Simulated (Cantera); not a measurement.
A perfectly stirred reactor is fed with 89.3 % NH3, 10.7 % N2, at 0.220 bar; it is held at 2325 K, and followed from long to short residence time.

Detailed kinetics in Cantera: the gas-phase N/H chemistry of the illustrative SiF4/NH3 mechanism in the Surface Chemkin manual (1991). Walls and surfaces, which speed up NH3 decomposition in real reactors, are not modelled.

Problem. Predict: x(NH3) at τ = 16.0 s; x(N2) at τ = 16.0 s; x(H2) at τ = 16.0 s; x(N2H2) at τ = 16.0 s; x(NH3) at τ = 44.0 ms; x(N2) at τ = 44.0 ms; x(H2) at τ = 44.0 ms; x(N2H2) at τ = 44.0 ms; x(N2H4) at τ = 44.0 ms.

Solution. 
```
Quantity                  Result
----------------------  --------
x(NH3) at τ = 16.0 s    0.000128
x(N2) at τ = 16.0 s        0.290
x(H2) at τ = 16.0 s        0.691
x(N2H2) at τ = 16.0 s    1.29e-9
x(NH3) at τ = 44.0 ms     0.0941
x(N2) at τ = 44.0 ms       0.272
x(H2) at τ = 44.0 ms       0.631
x(N2H2) at τ = 44.0 ms   1.76e-6
x(N2H4) at τ = 44.0 ms   1.00e-8
```
